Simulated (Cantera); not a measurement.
**Thermodynamics of iron carbonyl, mercury and lead vapours, feed Fe(CO)5 + H2 + N2**

Charge: 1 mol Fe(CO)5, a varied amount of H2, 2.3 mol N2, at 52000 Pa.

Cantera equilibrium calculation (NASA polynomials, part measured and part estimated; ideal gas, pure solids and liquids). Candidate condensed phases: C, C6H6, C7H8, C8H18, Fe, Fe(CO)5, FeO, Fe(OH)2, Fe(OH)3, Fe2O3, Fe3O4, H2O; 140 gas species. Iron dissolves carbon and melts from about 1420 K in contact with it, which pure phases cannot show. Condensed phases not in the tables: cementite and carbon dissolved in iron. Rates play no part.

Question: Map the stable condensed phases over T = 1098, 1148, 1198, 1248, 1298, 1348, 1398, 1448, 1498, 1548, 1598, 1648 K and n(H2) in mol = 0.22, 0.29, 0.39, 0.53, 0.71, 0.95, 1.3, 1.7, 2.3, 3.1, 4.2, 5.7.

Answer: 
```
T in K \ n(H2) in mol
         0.22 0.29 0.39 0.53 0.71 0.95  1.3  1.7  2.3  3.1  4.2  5.7
   1648     A    A    A    A    A    A    A    A    A    A    A    A
   1598     A    A    A    A    A    A    A    A    A    A    A    A
   1548     A    A    A    A    A    A    A    A    A    A    A    A
   1498     B    A    A    A    A    A    A    A    A    A    A    A
   1448     B    B    B    B    B    B    B    B    A    A    A    A
   1398     B    B    B    B    B    B    B    B    B    B    B    A
   1348     B    B    B    B    B    B    B    B    B    B    B    B
   1298     B    B    B    B    B    B    B    B    B    B    B    B
   1248     B    B    B    B    B    B    B    B    B    B    B    B
   1198     B    B    B    B    B    B    B    B    B    B    B    B
   1148     B    B    B    B    B    B    B    B    B    B    B    B
   1098     B    B    B    B    B    B    B    B    B    B    B    B
```
A: Fe; B: C + Fe.
